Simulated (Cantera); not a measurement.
Input: 1 mol SiC, 0.73 mol O2, 510 mol H2, equilibrated at 2048.15 K and 1 atm.

Equilibrium computed with Cantera from the NASA thermochemical tables; the gas is ideal and each condensed phase is pure. Candidate condensed phases: C, C6H6, C7H8, C8H18, H2O, Si, SiC, SiO2; 123 gas species. Gases not in the tables: Si2H6 and higher silanes. The numbers say what is thermodynamically allowed, not how fast it happens.

Base state: H2 0.995, H 0.00222, CO 0.00147, SiO 0.00138, SiH2 8.54e-5, Si 4.62e-5, CH4 3.96e-5, SiH 2.82e-5 (mole fractions); condensed: SiC(s).

### Question
What changes in the equilibrium state with this change: pressure from 1 atm to 0.100 bar?

### Answer
```
species       before     after
-----------  -------  --------
H2             0.995     0.990
H            0.00222   0.00705
CO           0.00147   0.00169
Si           4.62e-5  0.000401
SiO          0.00138   0.00116
CH4          3.96e-5   4.52e-6
Si2C         1.54e-6   1.34e-5
SiH          2.82e-5   7.66e-5
SiC(s), mol    0.211     0.107
```

### Question
What changes in the equilibrium state with this change: temperature from 2048.15 K to 1148 K?

### Answer
```
species               before    after
-------------------  -------  -------
H2                     0.995    0.999
CH4                  3.96e-5  0.00143
CO                   0.00147  1.98e-7
H                    0.00222  7.11e-8
SiO                  0.00138  1.57e-8
SiH2                 8.54e-5    <1e-9
Si                   4.62e-5    <1e-9
SiC(s), mol            0.211    0.270
SiO2(β-quartz), mol        0    0.730
```
Mutual solubility and eutectic melting of coexisting phases are not modelled. The tables hold silica as quartz up to 1696 K and as liquid above; real silica turns to tridymite and cristobalite and melts near 1996 K.
